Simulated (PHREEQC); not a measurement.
Consider water at 55 °C with 0.0025 mol HF, 0.012 mol (NH4)2SiF6, 0.0012 mol HBF4 and 0.0085 mol HCl per kg of water. Closed to the air; pH follows from the charge balance.

Computed with PHREEQC (ion-association model, wateq4f.dat).

This is a speciation only: nothing precipitates in the calculation.

**Question.** Order these B species by the share of B that they hold, largest first: BF3OH-, BF4-, H3BO3, BF2(OH)2-.

**Answer.** BF4- (73 %), H3BO3 (19 %), BF3OH- (5.4 %), BF2(OH)2- (2.3 %)

The pH is 2.17 and the ionic strength 0.0429 mol/kgw. Examples of supersaturated solids here: Quartz (slow to form), Chalcedony (slow to form). Others may be too. At this temperature some constants are extrapolated from 25 °C, and those without enthalpy data are left unchanged. SiF6-2 is the database's only silicon fluoride. Real BF4- forms and hydrolyses slowly; the run takes it at equilibrium.
